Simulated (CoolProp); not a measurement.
Vapour pressure (bar) of nitrous oxide: the reference equation beside estimates from Tc = 309.5 K, pc = 72.45 bar, ω = 0.161.

Values from CoolProp's reference Helmholtz-energy equation of state, Lemmon 2006. It is a short technical equation, of lower accuracy than the large ones.

```csv
T (K),reference,van der Waals,Soave-Redlich-Kwong,Peng-Robinson
246.2,14.52,27.05,14.63,14.47
248.8,15.75,28.39,15.87,15.70
251.3,17.00,29.73,17.14,16.95
253.9,18.38,31.16,18.54,18.33
256.5,19.83,32.63,20.02,19.79
259,21.31,34.08,21.52,21.27
261.6,22.93,35.64,23.16,22.90
264.1,24.57,37.17,24.83,24.55
266.7,26.36,38.81,26.66,26.36
269.2,28.17,40.43,28.50,28.18
271.8,30.15,42.16,30.51,30.18
274.4,32.23,43.94,32.62,32.28
276.9,34.33,45.68,34.75,34.40
279.5,36.62,47.55,37.07,36.71
282,38.92,49.38,39.40,39.04
```

Absolute difference from the reference over all 15 rows, mean and median: van der Waals 53.3 and 51.3 %, Soave-Redlich-Kwong 1.0 and 1.1 %, Peng-Robinson 0.2 and 0.2 %.
